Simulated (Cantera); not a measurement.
An isothermal, constant-pressure homogeneous reactor starts with CO : O2 : H2O : N2 = 0.0045 : 0.014 : 0.069 : 1 (molar parts), at 1448 K and 10.0 bar. Integrator tolerance rtol = 1e-08.

Cantera simulation using GRI-Mech 3.0 (53 species, 325 reactions); the numbers are that mechanism's predictions, not measurements.

Task: What does this change do: pressure from 10.0 bar to 0.770 bar?

Result: 
```tsv
quantity	before	after
x(CO) at 2.00 s	2.77e-8 (gas-phase equilibrium 2.78e-8)	9.97e-8 (gas-phase equilibrium 1.00e-7)
x(O2) at 2.00 s	0.0108 (gas-phase equilibrium 0.0107)	0.0108 (gas-phase equilibrium 0.0107)
x(H2O) at 2.00 s	0.0636 (gas-phase equilibrium 0.0636)	0.0636 (gas-phase equilibrium 0.0636)
x(NO) at 2.00 s	4.19e-8 (gas-phase equilibrium 0.000231)	1.58e-7 (gas-phase equilibrium 0.000231)
x(HO2) at 2.00 s	2.03e-8 (gas-phase equilibrium 2.01e-8)	1.07e-8 (gas-phase equilibrium 1.06e-8)
x(OH) at 2.00 s	1.05e-5 (gas-phase equilibrium 1.05e-5)	1.99e-5 (gas-phase equilibrium 1.99e-5)
x(N2O) at 2.00 s	4.95e-8 (gas-phase equilibrium 4.92e-8)	1.37e-8 (gas-phase equilibrium 1.37e-8)
```

Task: What does this change do: temperature 1448 to 875 K?

Result: 
```
quantity                                            before                                      after
----------------  ----------------------------------------  -----------------------------------------
x(CO) at 2.00 s    2.77e-8 (gas-phase equilibrium 2.78e-8)     0.00410 (gas-phase equilibrium <1e-12)
x(O2) at 2.00 s      0.0108 (gas-phase equilibrium 0.0107)      0.0129 (gas-phase equilibrium 0.0108)
x(H2O) at 2.00 s     0.0636 (gas-phase equilibrium 0.0636)      0.0634 (gas-phase equilibrium 0.0636)
x(NO) at 2.00 s   4.19e-8 (gas-phase equilibrium 0.000231)     <1e-12 (gas-phase equilibrium 1.61e-6)
x(HO2) at 2.00 s   2.03e-8 (gas-phase equilibrium 2.01e-8)   1.60e-7 (gas-phase equilibrium 1.45e-11)
x(OH) at 2.00 s    1.05e-5 (gas-phase equilibrium 1.05e-5)   2.19e-10 (gas-phase equilibrium 1.51e-9)
x(N2O) at 2.00 s   4.95e-8 (gas-phase equilibrium 4.92e-8)  1.06e-10 (gas-phase equilibrium 5.24e-10)
```

Task: What does this change do: N2 1 to 3.4 parts?

Result: 
| quantity | before | after |
|---|---|---|
| x(CO) at 2.00 s | 2.77e-8 (gas-phase equilibrium 2.78e-8) | 1.54e-8 (gas-phase equilibrium 1.56e-8) |
| x(O2) at 2.00 s | 0.0108 (gas-phase equilibrium 0.0107) | 0.00337 (gas-phase equilibrium 0.00330) |
| x(H2O) at 2.00 s | 0.0636 (gas-phase equilibrium 0.0636) | 0.0198 (gas-phase equilibrium 0.0198) |
| x(NO) at 2.00 s | 4.19e-8 (gas-phase equilibrium 0.000231) | 4.42e-8 (gas-phase equilibrium 0.000132) |
| x(HO2) at 2.00 s | 2.03e-8 (gas-phase equilibrium 2.01e-8) | 4.71e-9 (gas-phase equilibrium 4.64e-9) |
| x(OH) at 2.00 s | 1.05e-5 (gas-phase equilibrium 1.05e-5) | 4.37e-6 (gas-phase equilibrium 4.35e-6) |
| x(N2O) at 2.00 s | 4.95e-8 (gas-phase equilibrium 4.92e-8) | 2.92e-8 (gas-phase equilibrium 2.89e-8) |
